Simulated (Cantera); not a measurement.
An adiabatic, constant-volume homogeneous reactor starts with C3H8 : O2 : N2 = 1 : 10.6 : 40 (molar parts), at 1775 K and 5.72 atm.

Computed with Cantera and GRI-Mech 3.0 (53 species, 325 reactions). GRI-Mech 3.0 was tuned for natural gas; its chemistry of propane as a main component is partial and can be far from experiment.

### Question
Predict: time of steepest temperature rise; temperature at 0.200 s; equilibrium temperature; x(O2) at 0.200 s; x(CO) at 0.200 s; x(H2O) at 0.200 s.

### Answer
```
Property                                                             Value
---------------------------------  ---------------------------------------
time of steepest temperature rise                                  3.34 µs
temperature at 0.200 s                                              2789 K
equilibrium temperature                                             2789 K
x(O2) at 0.200 s                     0.0927 (gas-phase equilibrium 0.0927)
x(CO) at 0.200 s                   0.00761 (gas-phase equilibrium 0.00761)
x(H2O) at 0.200 s                    0.0670 (gas-phase equilibrium 0.0670)
```
